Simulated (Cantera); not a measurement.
# Pyrogenic steam for wet oxidation

An isothermal, constant-pressure homogeneous reactor starts with H2 : O2 : N2 = 0.67 : 1 : 14 (molar parts), at 948 K and 150 Torr.

Detailed kinetics in Cantera: GRI-Mech 3.0 (53 species, 325 reactions). Below about 950 K walls govern HO2 and H2O2 in real vessels. The temperature is held fixed by assumption; the heat of reaction is taken as removed at once.

| t (s) | x H2 | x O2 | x HO2 | x N2O | x H2O2 |
|---|---|---|---|---|---|
| 3.00e-6 | 0.0428 | 0.0638 | <1e-12 | <1e-12 | <1e-12 |
| 1.45e-5 | 0.0428 | 0.0638 | 1.30e-12 | <1e-12 | <1e-12 |
| 7.00e-5 | 0.0428 | 0.0638 | 6.65e-12 | <1e-12 | <1e-12 |
| 0.000338 | 0.0428 | 0.0638 | 4.58e-11 | <1e-12 | <1e-12 |
| 0.00163 | 0.0428 | 0.0638 | 2.43e-8 | <1e-12 | 1.61e-11 |
| 0.00788 | 0.00122 | 0.0439 | 6.82e-6 | 7.88e-9 | 6.49e-7 |
| 0.0381 | 0.000158 | 0.0434 | 2.29e-6 | 1.07e-8 | 3.04e-7 |
| 0.184 | 1.71e-5 | 0.0434 | 4.22e-7 | 1.19e-8 | 7.03e-8 |
| 0.888 | 5.02e-7 | 0.0434 | 1.85e-8 | 1.23e-8 | 7.52e-9 |
| 4.29 | 3.90e-9 | 0.0434 | 9.11e-10 | 1.24e-8 | 9.53e-10 |
| 20.7 | 1.86e-10 | 0.0434 | 1.46e-10 | 1.24e-8 | 1.70e-10 |
| 100 | 3.55e-11 | 0.0434 | 4.53e-11 | 1.23e-8 | 3.61e-11 |
x: mole fraction; the columns are a selection and need not sum to one.

Equilibrium at this temperature and pressure: H2 8.05e-12, O2 0.0434, HO2 5.24e-11, N2O 3.52e-10, H2O2 5.68e-12 (gas phase only).
